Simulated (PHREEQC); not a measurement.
Consider water at 20 °C with 0.19 mol/kgw KOH and 0.28 mol/kgw K2CO3. Closed to the air; pH follows from the charge balance.

All values are PHREEQC results (Pitzer model, pitzer.dat), not measurements.

```
Property                    Value
-------------------  ------------
pH                          13.34
ionic strength       1.03 mol/kgw
activity of water           0.981
density               1.040 g/cm³
osmotic coefficient         0.855
total alkalinity       750 meq/kg
```

```csv
species,molality,activity,log γ
K+,0.750,0.441,-0.231
CO3-2,0.280,0.0467,-0.778
OH-,0.190,0.148,-0.107
HCO3-,8.63e-5,5.14e-5,-0.225
```

No solid was allowed to form. Complexes and solids missing from the database can't appear. In brines, pH and single-ion activities rest on the MacInnes convention.
